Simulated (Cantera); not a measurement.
Feed: 1 mol SiHCl3, 250 mol H2, equilibrated at 1 atm.

Equilibrium computed with Cantera from the NASA thermochemical tables; the gas is ideal and each condensed phase is pure. Candidate condensed phases: Si; 19 gas species. Gases not in the tables: Si2H6 and higher silanes. Rates play no part. All values below are at 1725 K.

Base state: H2 0.988, HCl 0.0110, SiCl2 0.000424, H 0.000183, SiH2 1.70e-5 (mole fractions); condensed: Si(l).

Task: What changes in the equilibrium state with this change: H2 from 250 to 18 mol?

Result: 
| species | before | after |
|---|---|---|
| H2 | 0.988 | 0.883 |
| HCl | 0.0110 | 0.0852 |
| SiCl2 | 0.000424 | 0.0284 |
| SiCl4 | 5.02e-8 | 0.000224 |
| SiCl3 | 3.38e-6 | 0.00185 |
| Si(l), mol | 0.885 | 0.378 |
The tables' values for SiCl3, SiCl are old estimates; treat these amounts as uncertain.
